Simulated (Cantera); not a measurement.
What does this Cantera script print?

```python
import numpy as np
import cantera as ct

gas_names = [...]  # 113 gases of nasa_gas.yaml made of C, Cu, H, O
cond_names = """
    C(gr) C6H6(L) C7H8(L) C8H18(L),n-octa Cu(cr) Cu(L) CuO(s) CuO2H2(s) Cu2O(s) Cu2O(L) H2O(s) H2O(L)
""".split()


# ... load() reads the species with a 1 bar reference pressure and builds the phases ...
atoms = {
    'Cu': {'Cu': 1},
    'CO2': {'C': 1, 'O': 2},
    'H2': {'H': 2},
    'CO': {'C': 1, 'O': 1},
}
top_T = {'C(gr)': 4500, 'CuO(s)': 1390}  # K; cautious upper limits of use, not melting points


# ... equilibrate(T, P, feed) seeds the gas with the atoms and calls Mixture.equilibrate('TP', solver="vcs", rtol=1e-11, max_steps=5000) ...
results = []
feed = {'Cu': 1, 'CO2': 5.2, 'H2': 1.8, 'CO': 3.1}  # mol
P = 120000  # Pa
for T in [1148, 1248, 1348, 1448, 1548, 1648, 1748, 1848, 1948]:
    mix = equilibrate(T, P, feed)
    results.append((T, P, feed, dict(zip(mix.species_names, mix.species_moles))))
    x = sorted(zip(gas.X, gas.species_names), reverse=True)
    print(f"T = {T:g} K  P = {P:g} Pa  gas = {mix.phase_moles(0):.4g} mol")
    print("   x: " + "  ".join(f"{s} {v:.3e}" for v, s in x if v > 0.001))
    print("   condensed (mol): " + ("  ".join(f"{mix.phase(i).name} {mix.phase_moles(i):.4g}"
          for i in range(1, mix.n_phases) if mix.phase_moles(i) > 1e-12) or "none"))
```

Output:

```
T = 1148 K  P = 120000 Pa  gas = 10.1 mol
   x: CO2 4.170e-01  CO 4.048e-01  H2O 9.784e-02  H2 8.037e-02
   condensed (mol): Cu(cr) 1
T = 1248 K  P = 120000 Pa  gas = 10.1 mol
   x: CO 4.147e-01  CO2 4.071e-01  H2O 1.077e-01  H2 7.048e-02
   condensed (mol): Cu(cr) 1
T = 1348 K  P = 120000 Pa  gas = 10.1 mol
   x: CO 4.226e-01  CO2 3.992e-01  H2O 1.157e-01  H2 6.256e-02
   condensed (mol): Cu(cr) 1
T = 1448 K  P = 120000 Pa  gas = 10.1 mol
   x: CO 4.289e-01  CO2 3.928e-01  H2O 1.220e-01  H2 5.620e-02
   condensed (mol): Cu(L) 1
T = 1548 K  P = 120000 Pa  gas = 10.1 mol
   x: CO 4.341e-01  CO2 3.877e-01  H2O 1.272e-01  H2 5.106e-02
   condensed (mol): Cu(L) 0.9998
T = 1648 K  P = 120000 Pa  gas = 10.1 mol
   x: CO 4.383e-01  CO2 3.835e-01  H2O 1.313e-01  H2 4.685e-02
   condensed (mol): Cu(L) 0.9993
T = 1748 K  P = 120000 Pa  gas = 10.1 mol
   x: CO 4.416e-01  CO2 3.799e-01  H2O 1.348e-01  H2 4.337e-02
   condensed (mol): Cu(L) 0.9975
T = 1848 K  P = 120000 Pa  gas = 10.11 mol
   x: CO 4.443e-01  CO2 3.768e-01  H2O 1.376e-01  H2 4.045e-02
   condensed (mol): Cu(L) 0.9921
T = 1948 K  P = 120000 Pa  gas = 10.12 mol
   x: CO 4.460e-01  CO2 3.739e-01  H2O 1.397e-01  H2 3.796e-02  Cu 2.184e-03
   condensed (mol): Cu(L) 0.9777
```

These are equilibrium values from Cantera (NASA tables, ideal gas, pure condensed phases), not measurements of a reactor.
